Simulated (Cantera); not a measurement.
What does this Cantera script print?

```python
import numpy as np
import cantera as ct

gas_names = """
    H HO2 H2 H2O H2O2 H2S H2SO4 Mg MgH MgO MgOH MgO2H2 MgS Mg2 O OH O2 O3 S SH SO SO2 SO3 S2 S2O S8
""".split()
cond_names = """
    H2O(s) H2O(L) H2SO4(L) Mg(cr) Mg(L) MgO(s) MgO(L) MgO2H2(s) MgS(s) MgSO4(s) MgSO4(L) S(cr1) S(cr2)
    S(L)
""".split()


# ... load() reads the species with a 1 bar reference pressure and builds the phases ...
atoms = {
    'MgSO4': {'Mg': 1, 'S': 1, 'O': 4},
    'H2O': {'H': 2, 'O': 1},
    'O2': {'O': 2},
    'H2': {'H': 2},
}
top_T = {'MgS(s)': 2250}  # K; cautious upper limits of use, not melting points


# ... equilibrate(T, P, feed) seeds the gas with the atoms and calls Mixture.equilibrate('TP', solver="vcs", rtol=1e-11, max_steps=5000) ...
results = []
feed = {'MgSO4': 1, 'H2O': 0.38, 'O2': 2.3, 'H2': 3.5}  # mol
P = 43000  # Pa
for T in [600, 650, 700, 750, 800, 850, 900, 950, 1000, 1050, 1100, 1150, 1200]:
    mix = equilibrate(T, P, feed)
    results.append((T, P, feed, dict(zip(mix.species_names, mix.species_moles))))

top = {s: max(r[3][s] / sum(r[3][g] for g in gas_names) for r in results) for s in gas_names}
cols = sorted((s for s in top if top[s] > 0.0001), key=lambda s: -top[s])[:5]
seen = [c for c in cond_names if any(r[3].get(c, 0) > 1e-12 for r in results)]
print("log10 of partial pressures in bar; condensed amounts in mol")
print(f"{'T/K':>10s}" + "".join(f"{s[:9]:>10s}" for s in cols + seen))
for T, P, feed, n in results:
    ng = sum(n[g] for g in gas_names)
    print(f"{T:10.4g}" + "".join(f"{np.log10(max(n[s] / ng * P / 1e5, 1e-99)):10.3f}" for s in cols)
          + "".join(f"{n.get(c, 0):10.4g}" for c in seen))
```

It prints:

```
log10 of partial pressures in bar; condensed amounts in mol
       T/K       H2O        O2       SO2       SO3    MgO(s)  MgSO4(s)
       600    -0.424    -1.273   -18.168   -15.119 2.644e-11         1
       650    -0.424    -1.273   -15.601   -13.213 2.466e-11         1
       700    -0.424    -1.273   -13.405   -11.584 5.138e-11         1
       750    -0.424    -1.273   -11.506   -10.176 7.837e-10         1
       800    -0.424    -1.273    -9.849    -8.948 1.339e-08         1
       850    -0.424    -1.273    -8.391    -7.867 1.833e-07         1
       900    -0.424    -1.273    -7.099    -6.910 2.094e-06         1
       950    -0.424    -1.273    -5.946    -6.057 2.071e-05         1
      1000    -0.424    -1.273    -4.913    -5.293 0.0001784    0.9998
      1050    -0.424    -1.272    -3.982    -4.604  0.001331    0.9987
      1100    -0.425    -1.271    -3.139    -3.981  0.008576    0.9914
      1150    -0.431    -1.262    -2.377    -3.415   0.04796     0.952
      1200    -0.457    -1.225    -1.696    -2.898    0.2379    0.7621
```

These are equilibrium values from Cantera (NASA tables, ideal gas, pure condensed phases), not measurements of a reactor. Mutual solubility and eutectic melting of coexisting phases are not modelled.
